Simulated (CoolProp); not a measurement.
The fluid at 298.15 K and 11.2 MPa is compressed adiabatically to 19.8 MPa with isentropic efficiency 0.75. The same conditions are run with several fluids, on thermodynamics alone (safety and materials aside).

The numbers come from the reference Helmholtz-energy equation of state of each fluid (C2F6 (R116): Lemmon 2006; CF4 (R14): Platzer 1990; ethylene: Smukala 2000; normal hydrogen: Leachman 2009) in CoolProp. The equations of Platzer and Polt are older, rougher fits.

Question: Rank C2F6 (R116), CF4 (R14), ethylene, normal hydrogen by work (kJ/kg), highest first.

Answer: normal hydrogen (1100), ethylene (31.8), CF4 (R14) (17.0), C2F6 (R116) (9.36)

```
fluid            final temperature (K)  final density (kg/m³)
---------------  ---------------------  ---------------------
C2F6 (R116)                      307.7                   1250
CF4 (R14)                        328.2                    742
ethylene                         315.5                    369
normal hydrogen                  369.8                   11.8
```
